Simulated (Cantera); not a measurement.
Feed: 1 mol ZrN, 0.012 mol H2, held at 750 Torr.

Equilibrium computed with Cantera from the NASA thermochemical tables; the gas is ideal and each condensed phase is pure. Candidate condensed phases: Zr, ZrN; 11 gas species. ZrN: taken at fixed stoichiometry. The numbers say what is thermodynamically allowed, not how fast it happens. All values below are at 2300 K.

Base state: H2 0.990, H 0.00963 (mole fractions); condensed: ZrN(s).

### Question
What changes in the equilibrium state with this change: 0.33 mol H2O added?

### Answer
```
species                 before     after
---------------------  -------  --------
H2                       0.990     0.798
N2                     1.14e-7     0.193
H                      0.00963   0.00864
H2O                          0  0.000320
ZrN(s), mol               1.00     0.835
ZrO2(tetragonal), mol        0     0.165
```
Mutual solubility and eutectic melting of coexisting phases are not modelled. Condensed phases not in the tables: solid solutions among these carbides, nitrides and lower oxides. Further candidate phases: H2O, ZrO2.
